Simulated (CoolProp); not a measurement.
50 sccm (0 °C, 1 atm) of nitrogen bubbles through liquid methanol at 297.6 K and leaves saturated at a total pressure of 0.15 MPa (ideal gas phase). Each further row changes one setting.

Computed with CoolProp (reference Helmholtz-energy equation of state, de Reuck 1993).

| case | vapour pressure (kPa) | mole fraction of vapour | delivery (mg/min) | delivery (sccm) | change of delivery for a bath 1 K warmer (%) |
|---|---|---|---|---|---|
| as stated | 16.5 | 0.110 | 8.84 | 6.18 | 6.0 |
| bath temperature 302.6 K | 21.3 | 0.142 | … | 8.28 | 6.0 |
| total pressure 0.3 MPa | 16.5 | … | … | 2.91 | … |

Problem. What belongs in the gaps?

Solution. 
- bath temperature 302.6 K, delivery (mg/min): 11.8
- total pressure 0.3 MPa, mole fraction of vapour: 0.0550
- total pressure 0.3 MPa, delivery (mg/min): 4.16
- total pressure 0.3 MPa, change of delivery for a bath 1 K warmer (%): 5.7
